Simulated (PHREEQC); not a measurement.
Dissolve 0.034 mol MgCl2, 0.0032 mol Na2SO4 and 0.013 mol NaCl per kg of water at 25 °C. Closed to the air; pH follows from the charge balance.

The numbers come from PHREEQC with the ion-association model, phreeqc.dat.

| quantity | before | after |
|---|---|---|
| pH | 6.63 | 5.47 |
| ionic strength (mol/kgw) | 0.118 | 0.0554 |
| SO4-2 (mol/kgw) | 0.00156 | 0.00260 |
| NaSO4- (mol/kgw) | 5.32e-5 | 0.000112 |
| HSO4- (mol/kgw) | 1.63e-8 | 4.68e-7 |
| SI of Halite (NaCl) | -4.61 | -4.79 |

Task: Which change was made?
A) 0.0039 mol/kgw AlCl3 added
B) NaCl from 0.013 to 0.026 mol/kgw
C) MgCl2 from 0.034 to 0.34 mol/kgw
D) diluted 100-fold with water
E) MgCl2 replaced by NH4Cl at the same molality

Result: E, MgCl2 replaced by NH4Cl at the same molality

No solid was allowed to form.
